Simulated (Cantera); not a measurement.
A perfectly stirred reactor is fed with CH2O : O2 : N2 = 0.0038 : 0.0069 : 1 (molar parts), equivalence ratio 0.55, at 13.0 bar; it is held at 1100 K, and followed from long to short residence time.

Cantera simulation using GRI-Mech 3.0 (53 species, 325 reactions); the numbers are that mechanism's predictions, not measurements. The pressure lies above the range GRI-Mech 3.0 was tuned for (to about 10 atm).

### Question
Predict: x(CH2O) at τ = 1.90 s; x(O2) at τ = 1.90 s; x(CH2O) at τ = 7.50 ms; x(O2) at τ = 7.50 ms.

### Answer
- x(CH2O) at τ = 1.90 s = 1.12e-5
- x(O2) at τ = 1.90 s = 0.00337
- x(CH2O) at τ = 7.50 ms = 0.000372
- x(O2) at τ = 7.50 ms = 0.00524
